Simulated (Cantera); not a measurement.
Cantera run:

```python
import numpy as np
import cantera as ct

gas_names = """
    B BH BH2 BH3 BO BO2 B2 B2O B2O2 B2O3 B3O3H3 H HBO HBO2 HO2 H2 H2O H2O2 H3B3O6 O OH O2 O3
""".split()
cond_names = """
    B(b) B(L) B2O3(L) B3O3H3(cr) H2O(s) H2O(L)
""".split()


def load(file, names, dense=False):
    # The tables refer to 1 bar. Condensed volumes are neglected.
    table = {s.name: s for s in ct.Species.list_from_file(file)}
    out = []
    for n in names:
        d = dict(table[n].input_data)
        d["thermo"] = dict(d["thermo"], **{"reference-pressure": 1e5})
        if dense:
            d["equation-of-state"] = {"model": "constant-volume", "density": "1e6 g/cm^3"}
        out.append(ct.Species.from_dict(d))
    return out


gas = ct.Solution(thermo="ideal-gas", species=load("nasa_gas.yaml", gas_names))
cond = {s.name: ct.Solution(thermo="fixed-stoichiometry", species=[s], name=s.name)
        for s in load("nasa_condensed.yaml", cond_names, dense=True)}
atoms = {
    'B2H6': {'B': 2, 'H': 6},
    'H2O': {'H': 2, 'O': 1},
}
top_T = {}  # K; cautious upper limits of use, not melting points


def equilibrate(T, P, feed):
    n = {}
    for name, mol in feed.items():
        for a, k in atoms[name].items():
            n[a] = n.get(a, 0.0) + k * mol
    gas.TPX = T, P, n
    mass = sum(n.values()) * gas.mean_molecular_weight
    gas.equilibrate("TP")
    valid = [c for c in cond.values() if c.min_temp <= T <= top_T.get(c.name, c.max_temp)]
    mix = ct.Mixture([(gas, mass / gas.mean_molecular_weight)] + [(c, 0.0) for c in valid])
    mix.T, mix.P = T, P
    mix.equilibrate("TP", solver="vcs", rtol=1e-11, max_steps=5000)
    return mix


results = []
feed = {'B2H6': 1, 'H2O': 11}  # mol
P = 133.322  # Pa
for T in [850, 1050, 1250, 1450, 1650, 1850, 2050, 2250]:
    mix = equilibrate(T, P, feed)
    results.append((T, P, feed, dict(zip(mix.species_names, mix.species_moles))))

top = {s: max(r[3][s] / sum(r[3][g] for g in gas_names) for r in results) for s in gas_names}
cols = sorted((s for s in top if top[s] > 0.001), key=lambda s: -top[s])[:9]
seen = [c for c in cond_names if any(r[3].get(c, 0) > 1e-12 for r in results)]
print("log10 of partial pressures in bar; condensed amounts in mol")
print(f"{'T/K':>10s}" + "".join(f"{s[:9]:>10s}" for s in cols + seen))
for T, P, feed, n in results:
    ng = sum(n[g] for g in gas_names)
    print(f"{T:10.4g}" + "".join(f"{np.log10(max(n[s] / ng * P / 1e5, 1e-99)):10.3f}" for s in cols)
          + "".join(f"{n.get(c, 0):10.4g}" for c in seen))
```

Output:

```
log10 of partial pressures in bar; condensed amounts in mol
       T/K       H2O        H2      HBO2         H        OH       BO2         O        BO      B2O3   B2O3(L)
       850    -3.119    -3.243    -7.761   -12.310   -15.434   -19.925   -24.345   -21.282   -15.169    0.9781
      1050    -3.119    -3.243    -5.709    -9.713   -12.084   -14.554   -18.492   -15.517   -10.487    0.9825
      1250    -3.139    -3.250    -4.353    -7.941    -9.816   -10.927   -14.510   -11.631    -7.356    0.7597
      1450    -3.205    -3.273    -3.758    -6.661    -8.213    -8.673   -11.652    -9.168    -5.806         0
      1650    -3.205    -3.274    -3.764    -5.679    -6.954    -7.426    -9.447    -7.806    -5.593         0
      1850    -3.206    -3.280    -3.773    -4.909    -5.966    -6.450    -7.713    -6.749    -5.433         0
      2050    -3.217    -3.302    -3.796    -4.295    -5.172    -5.670    -6.307    -5.915    -5.323         0
      2250    -3.268    -3.356    -3.863    -3.807    -4.542    -5.057    -5.154    -5.256    -5.286         0
```

These are equilibrium values from Cantera (NASA tables, ideal gas, pure condensed phases), not measurements of a reactor. The feed counts by its element totals alone. Gases not in the tables: H3BO3.
